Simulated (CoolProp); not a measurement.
Vapour-liquid equilibrium of R113 (1) + n-heptane (2) at 282 K; x and y are mole fractions of (1).

Model: multi-fluid Helmholtz-energy mixture model, Marx 1992 and Span 2003; pair parameters Bell 2016, in CoolProp.

| x | bubble pressure (MPa) | y at the bubble point | dew pressure at overall composition x (MPa) | liquid density (mol/L) |
|---|---|---|---|---|
| 0.05 | 0.004017 | 0.390 | 0.002697 | 6.984 |
| 0.15 | 0.006744 | 0.672 | 0.002986 | 7.121 |
| 0.25 | 0.009218 | 0.786 | 0.003344 | 7.264 |
| 0.35 | 0.01143 | 0.847 | 0.003798 | 7.411 |
| 0.45 | 0.01341 | 0.886 | 0.004395 | 7.564 |
| 0.55 | 0.01521 | 0.913 | 0.005213 | 7.724 |
| 0.65 | 0.01688 | 0.935 | 0.006400 | 7.891 |
| 0.75 | 0.01849 | 0.954 | 0.008270 | 8.066 |
| 0.85 | 0.02012 | 0.972 | 0.01158 | 8.250 |
| 0.95 | 0.02183 | 0.990 | 0.01810 | 8.444 |

No azeotrope shows between x = 0.05 and 0.95.

The pair parameters rest on a limited set of measurements; away from them the model extrapolates.
